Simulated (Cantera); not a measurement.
Feed: 1 mol HgO, 0.078 mol H₂, at 675 °C and 1.65 Torr.

Equilibrium computed with Cantera from the NASA thermochemical tables; the gas is ideal and each condensed phase is pure. Candidate condensed phases: H₂O, Hg, HgO; 10 gas species. Rates play no part.

**Question.** What is the equilibrium state?

**Answer.** 
```json
{
 "x(Hg)": "0.650",
 "x(O₂)": "0.300",
 "x(H₂O)": "0.0507",
 "gas_amount": "1.539 mol",
 "log10 activity of Hg(l) (absent)": "-4.47"
}
```
